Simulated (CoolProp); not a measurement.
Vapour-liquid equilibrium of propane (1) + R152A (2) at 0.0835 MPa; x and y are mole fractions of (1).

Computed with CoolProp (multi-fluid Helmholtz-energy mixture model, Lemmon 2009 and Outcalt 1996; pair parameters Bell 2016).

Problem. Give the bubble temperature and the first vapour's composition at x = 0.125, 0.275, 0.95. Is there an azeotrope?

Solution. x = 0.125: -41.7 °C, y = 0.528; x = 0.275: -46.7 °C, y = 0.670; x = 0.95: -47.7 °C, y = 0.903. y crosses x between x = 0.725 and 0.8: the model has an azeotrope there.

The pair parameters rest on a limited set of measurements; away from them the model extrapolates. With so large a gap from Raoult's law the liquid may split in two, which this calculation doesn't test in full.
